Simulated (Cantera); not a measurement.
Ignition delay

Mixture: CO : H2 : O2 : N2 : H2O = 1 : 0.26 : 1.05 : 3.95 : 0.59 (molar parts), at 0.890 bar, adiabatic and at constant pressure. Ignition delay is the time to a rise of 400 K.

Computed with Cantera and GRI-Mech 3.0 (53 species, 325 reactions). Where the delays flatten at high temperature, the 400 K rule measures the pace of heat release, not the induction time.

| T0 (K) | delay (ms) |
|---|---|
| 975 | 5.92 |
| 1075 | 0.341 |
| 1175 | 0.151 |
| 1275 | 0.0991 |
| 1375 | 0.0768 |
| 1475 | 0.0663 |
| 1575 | 0.0623 |
| 1675 | 0.0629 |
